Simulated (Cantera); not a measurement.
Premixed flame

A freely propagating, adiabatic, planar premixed flame of 29.2 % H₂, 18.0 % O₂, 52.3 % N₂, 0.409 % H₂O, equivalence ratio 0.81, unburnt at 475 K and 0.464 atm; mixture-averaged transport, grid criteria slope 0.08 and curve 0.16, no radiation.

Model: the H2/O2 subset of GRI-Mech 3.0, which has no nitrogen chemistry, integrated in Cantera. Burning velocities carry a grid error of a few per cent, more on coarse grids.

```csv
z (mm),T (K),u (m/s),x H₂,x O₂,x O,x H,x H₂O,x HO₂
-3.10,475,4.97,0.292,0.180,<1e-8,<1e-8,0.00409,<1e-8
-2.07,475,4.97,0.292,0.180,<1e-8,<1e-8,0.00409,<1e-8
-1.55,475,4.97,0.292,0.180,<1e-8,<1e-8,0.00409,<1e-8
-1.03,475,4.97,0.292,0.180,<1e-8,<1e-8,0.00409,4.46e-8
-0.517,482,5.03,0.289,0.181,2.27e-6,3.02e-5,0.00432,0.000120
-0.259,694,7.06,0.256,0.178,0.000221,0.00495,0.0212,0.000174
0,1166,11.4,0.141,0.136,0.00686,0.0389,0.116,6.61e-5
0.259,1492,14.4,0.0516,0.0736,0.0172,0.0588,0.222,3.05e-5
0.517,1645,15.8,0.0380,0.0594,0.0188,0.0526,0.245,2.09e-5
1.03,1809,17.2,0.0357,0.0545,0.0170,0.0401,0.257,1.51e-5
2.07,1981,18.6,0.0324,0.0504,0.0139,0.0275,0.270,1.05e-5
4.14,2144,19.9,0.0269,0.0468,0.0103,0.0170,0.285,7.01e-6
8.28,2287,21.0,0.0202,0.0437,0.00696,0.00932,0.301,5.15e-6
```
x: mole fraction of selected species; z is measured from the peak of heat release.

```json
{
 "laminar_burning_velocity": "497 cm/s",
 "thermal_thickness": "1.03 mm",
 "peak x(O)": "0.0188",
 "peak x(H)": "0.0588",
 "peak x(HO₂)": "0.000272",
 "grid_points": "130"
}
```
